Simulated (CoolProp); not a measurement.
Vapour-liquid equilibrium of R227EA (1) + isobutene (2) at 0.711 MPa; x and y are mole fractions of (1).

Model: multi-fluid Helmholtz-energy mixture model, Lemmon 2016 and Lemmon 2005; pair parameters Bell 2016, in CoolProp.

| x | bubble temperature (K) | y at the bubble point | dew temperature at overall composition x (K) | liquid density (mol/L) |
|---|---|---|---|---|
| 0.05 | 324.5 | 0.135 | 327.5 | 9.674 |
| 0.15 | 318.5 | 0.307 | 324.0 | 9.471 |
| 0.25 | 315.2 | 0.410 | (withheld) | 9.232 |
| 0.35 | 313.2 | (withheld) | 317.1 | (withheld) |
| 0.45 | 311.9 | (withheld) | 314.0 | 8.760 |
| 0.55 | 311.2 | (withheld) | 311.8 | 8.547 |
| 0.65 | 310.8 | 0.661 | 310.8 | 8.353 |
| 0.75 | 310.9 | 0.733 | 311.0 | 8.174 |
| 0.85 | 311.5 | 0.822 | 311.7 | (withheld) |
| 0.95 | 312.7 | 0.933 | 312.9 | 7.839 |

Q: Fill in the missing entries.

A: 
- 0.25, dew temperature at overall composition x (K): 320.5
- 0.35, y at the bubble point: 0.482
- 0.35, liquid density (mol/L): 8.990
- 0.45, y at the bubble point: 0.542
- 0.55, y at the bubble point: 0.600
- 0.85, liquid density (mol/L): 8.005

y crosses x between x = 0.65 and 0.75: the model has an azeotrope there.

Pair parameters are fitted to limited data, so mixtures are less certain than the pure fluids.
